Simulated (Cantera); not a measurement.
An adiabatic, constant-pressure homogeneous reactor starts with C₃H₈ : O₂ : N₂ = 1 : 7.94 : 29.8 (molar parts), at 998 K and 101000 Pa. Integrator tolerance rtol = 1e-08.

Model: GRI-Mech 3.0 (53 species, 325 reactions), integrated in Cantera. GRI-Mech 3.0 was tuned for natural gas; its chemistry of propane as a main component is partial and can be far from experiment. Below about 1000 K GRI-Mech 3.0 lacks low-temperature oxidation paths.

### Question
What does this change do: pressure from 101000 Pa to 510000 Pa?

### Answer
```csv
quantity,before,after
temperature at 0.200 s,998 K,2293 K
equilibrium temperature,2271 K,2291 K
x(C₃H₈) at 0.200 s,0.0253 (gas-phase equilibrium <1e-12),<1e-12 (gas-phase equilibrium <1e-12)
x(O₂) at 0.200 s,0.205 (gas-phase equilibrium 0.0695),0.0698 (gas-phase equilibrium 0.0692)
x(C₂H₄) at 0.200 s,0.000521 (gas-phase equilibrium <1e-12),<1e-12 (gas-phase equilibrium <1e-12)
x(CH₂O) at 0.200 s,0.000127 (gas-phase equilibrium <1e-12),<1e-12 (gas-phase equilibrium <1e-12)
x(CO₂) at 0.200 s,3.59e-8 (gas-phase equilibrium 0.0726),0.0739 (gas-phase equilibrium 0.0740)
time of steepest temperature rise,not reached,0.132 s
```
